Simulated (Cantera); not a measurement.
## Adiabatic ignition

An adiabatic, constant-volume homogeneous reactor starts with CH₄ : C₂H₆ : C₃H₈ : O₂ : N₂ = 1 : 0.092 : 0.14 : 5.3 : 19.9 (molar parts), equivalence ratio 0.57, at 1125 K and 10.0 bar.

Model: GRI-Mech 3.0 (53 species, 325 reactions), integrated in Cantera. GRI-Mech 3.0 was tuned for natural gas; its chemistry of propane as a main component is partial and can be far from experiment.

```tsv
t (s)	T (K)	P (bar)	x CH₄	x C₂H₆	x C₃H₈	x C₂H₂	x HCO
6.00e-6	1125	10.0	0.0378	0.00348	0.00530	<1e-12	<1e-12
2.00e-5	1125	10.00	0.0378	0.00348	0.00530	<1e-12	<1e-12
6.65e-5	1125	10.00	0.0378	0.00348	0.00530	<1e-12	<1e-12
0.000221	1125	10.0	0.0378	0.00348	0.00529	5.68e-12	<1e-12
0.000736	1125	10.0	0.0378	0.00347	0.00527	1.29e-9	2.33e-11
0.00245	1151	10.3	0.0361	0.00297	0.00419	1.50e-6	1.43e-8
0.00815	2536	22.8	<1e-12	<1e-12	<1e-12	<1e-12	8.76e-10
0.0271	2536	22.8	<1e-12	<1e-12	<1e-12	<1e-12	8.70e-10
0.0903	2536	22.8	<1e-12	<1e-12	<1e-12	<1e-12	8.70e-10
0.300	2536	22.8	<1e-12	<1e-12	<1e-12	<1e-12	8.70e-10
1.00	2536	22.8	<1e-12	<1e-12	<1e-12	<1e-12	8.70e-10
```
x: mole fraction; the columns are a selection and need not sum to one.

The time of steepest temperature rise comes out as 2.78 ms, the temperature at 1.00 s is 2536 K and the equilibrium temperature is 2536 K. The x(CH₄) at 1.00 s is <1e-12 (gas-phase equilibrium <1e-12), the x(C₂H₆) at 1.00 s comes out as <1e-12 (gas-phase equilibrium <1e-12) and the x(C₃H₈) at 1.00 s comes out as <1e-12 (gas-phase equilibrium <1e-12).
